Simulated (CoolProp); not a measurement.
Aqueous sodium chloride as a coolant, 9 % by mass, freezing at -5.8 °C, 1 atm.

The numbers come from the Melinder's fits for secondary coolants in CoolProp.

```json
[
 {"T (°C)": "1.7", "conductivity (W/(m K))": "0.559", "Prandtl number": "12.8", "viscosity (mPa s)": "1.92", "density (kg/m³)": "1069"},
 {"T (°C)": "9", "conductivity (W/(m K))": "0.572", "Prandtl number": "10.2", "viscosity (mPa s)": "1.55", "density (kg/m³)": "1067"},
 {"T (°C)": "16.4", "conductivity (W/(m K))": "0.584", "Prandtl number": "8.21", "viscosity (mPa s)": "1.28", "density (kg/m³)": "1064"},
 {"T (°C)": "23.7", "conductivity (W/(m K))": "0.596", "Prandtl number": "6.79", "viscosity (mPa s)": "1.07", "density (kg/m³)": "1062"},
 {"T (°C)": "31.1", "conductivity (W/(m K))": "0.607", "Prandtl number": "5.72", "viscosity (mPa s)": "0.921", "density (kg/m³)": "1059"},
 {"T (°C)": "38.4", "conductivity (W/(m K))": "0.619", "Prandtl number": "4.94", "viscosity (mPa s)": "0.808", "density (kg/m³)": "1056"}
]
```
